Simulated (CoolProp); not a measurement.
Vapour-liquid equilibrium of ethanol (1) + p-xylene (2) at 341.5 K; x and y are mole fractions of (1).

Computed with CoolProp (multi-fluid Helmholtz-energy mixture model, Schroeder 2014 and Zhou 2012; pair parameters Bell 2016).

```json
[
 {"x": "0.05", "bubble pressure, mixture model (MPa)": "0.03036", "bubble pressure, Raoult's law (MPa)": "0.01268", "y, mixture model": "0.686", "y, Raoult's law": "0.265"},
 {"x": "0.125", "bubble pressure, mixture model (MPa)": "0.04649", "bubble pressure, Raoult's law (MPa)": "0.01699", "y, mixture model": "0.803", "y, Raoult's law": "0.494"},
 {"x": "0.2", "bubble pressure, mixture model (MPa)": "0.05335", "bubble pressure, Raoult's law (MPa)": "0.02129", "y, mixture model": "0.833", "y, Raoult's law": "0.631"},
 {"x": "0.275", "bubble pressure, mixture model (MPa)": "0.05596", "bubble pressure, Raoult's law (MPa)": "0.02559", "y, mixture model": "0.843", "y, Raoult's law": "0.722"},
 {"x": "0.35", "bubble pressure, mixture model (MPa)": "0.05678", "bubble pressure, Raoult's law (MPa)": "0.02989", "y, mixture model": "0.847", "y, Raoult's law": "0.787"},
 {"x": "0.425", "bubble pressure, mixture model (MPa)": "0.05706", "bubble pressure, Raoult's law (MPa)": "0.03419", "y, mixture model": "0.848", "y, Raoult's law": "0.835"},
 {"x": "0.5", "bubble pressure, mixture model (MPa)": "0.05737", "bubble pressure, Raoult's law (MPa)": "0.03850", "y, mixture model": "0.850", "y, Raoult's law": "0.873"},
 {"x": "0.575", "bubble pressure, mixture model (MPa)": "0.05799", "bubble pressure, Raoult's law (MPa)": "0.04280", "y, mixture model": "0.854", "y, Raoult's law": "0.903"},
 {"x": "0.65", "bubble pressure, mixture model (MPa)": "0.05901", "bubble pressure, Raoult's law (MPa)": "0.04710", "y, mixture model": "0.862", "y, Raoult's law": "0.927"},
 {"x": "0.725", "bubble pressure, mixture model (MPa)": "0.06042", "bubble pressure, Raoult's law (MPa)": "0.05140", "y, mixture model": "0.877", "y, Raoult's law": "0.947"},
 {"x": "0.8", "bubble pressure, mixture model (MPa)": "0.06213", "bubble pressure, Raoult's law (MPa)": "0.05570", "y, mixture model": "0.899", "y, Raoult's law": "0.965"},
 {"x": "0.875", "bubble pressure, mixture model (MPa)": "0.06401", "bubble pressure, Raoult's law (MPa)": "0.06001", "y, mixture model": "0.930", "y, Raoult's law": "0.980"},
 {"x": "0.95", "bubble pressure, mixture model (MPa)": "0.06593", "bubble pressure, Raoult's law (MPa)": "0.06431", "y, mixture model": "0.969", "y, Raoult's law": "0.992"}
]
```

The largest gap from Raoult's law is +173.6 % in bubble pressure, at x = 0.125. No azeotrope shows between x = 0.05 and 0.95.

Pair parameters are fitted to limited data, so mixtures are less certain than the pure fluids. With so large a gap from Raoult's law the liquid may split in two, which this calculation doesn't test in full.
